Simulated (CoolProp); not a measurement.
Aqueous potassium formate as a coolant, 33 % by mass, freezing at -24.8 °C, 1 atm.

Computed with CoolProp (Melinder's fits for secondary coolants).

| T (°C) | cp (kJ/(kg K)) | density (kg/m³) | conductivity (W/(m K)) | Prandtl number |
|---|---|---|---|---|
| -12 | [?] | 1222 | 0.496 | 24.8 |
| -6.4 | 3.011 | 1221 | 0.502 | 20.4 |
| -0.8 | 3.021 | 1219 | 0.509 | 17.0 |
| 4.8 | 3.031 | 1217 | 0.516 | 14.5 |
| 10.4 | [?] | 1215 | 0.523 | 12.5 |
| 16.1 | 3.051 | 1212 | 0.530 | 10.9 |
| 21.7 | 3.061 | [?] | [?] | [?] |
| 27.3 | 3.071 | 1208 | 0.543 | 8.62 |
| 32.9 | 3.081 | 1206 | 0.550 | [?] |
| 38.5 | [?] | 1203 | 0.557 | [?] |

Task: Fill in the missing entries.

Result: 
- -12, cp (kJ/(kg K)): 3.001
- 10.4, cp (kJ/(kg K)): 3.041
- 21.7, density (kg/m³): 1210
- 21.7, conductivity (W/(m K)): 0.536
- 21.7, Prandtl number: 9.66
- 32.9, Prandtl number: 7.75
- 38.5, cp (kJ/(kg K)): 3.092
- 38.5, Prandtl number: 7.00
